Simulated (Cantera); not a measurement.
Charge: 1 mol SiO2, a varied amount of F2, equilibrated at 1475 K and 13.3 mbar.

Equilibrium computed with Cantera from the NASA thermochemical tables; the gas is ideal and each condensed phase is pure. Candidate condensed phases: Si, SiO2; 17 gas species. The tables hold silica as quartz up to 1696 K and as liquid above; real silica turns to tridymite and cristobalite and melts near 1996 K. The numbers say what is thermodynamically allowed, not how fast it happens.

x: gas mole fraction; n: condensed amount in mol.

| n(F2) (mol) | x F | x SiF4 | x O2 | x F2 | x O | x FO | x FO2 | n SiO2(β-quartz) |
|---|---|---|---|---|---|---|---|---|
| 0.8 | 3.07e-6 | 0.500 | 0.500 | <1e-12 | 1.76e-5 | 7.14e-11 | 1.11e-11 | 0.600 |
| 2.2 | 0.167 | 0.417 | 0.417 | ? | 1.60e-5 | 3.54e-6 | 5.04e-7 | 0 |
| 3.6 | 0.614 | 0.192 | 0.192 | ? | 1.09e-5 | 8.86e-6 | 8.58e-7 | 0 |
| 5 | 0.748 | 0.125 | 0.125 | ? | 8.79e-6 | 8.71e-6 | 6.80e-7 | 0 |
| 6.4 | 0.813 | 0.0927 | 0.0927 | ? | 7.57e-6 | 8.14e-6 | 5.47e-7 | 0 |
| 7.8 | 0.851 | 0.0736 | 0.0736 | 0.00163 | 6.75e-6 | 7.60e-6 | 4.55e-7 | 0 |
| 9.2 | 0.876 | 0.0611 | 0.0611 | 0.00173 | 6.14e-6 | 7.12e-6 | 3.88e-7 | 0 |
| 11 | 0.898 | 0.0501 | 0.0501 | 0.00181 | 5.56e-6 | 6.61e-6 | 3.26e-7 | 0 |

Problem. What belongs in the gaps?

Solution. 
- 2.2, x F2: 6.24e-5
- 3.6, x F2: 0.000849
- 5, x F2: 0.00126
- 6.4, x F2: 0.00149
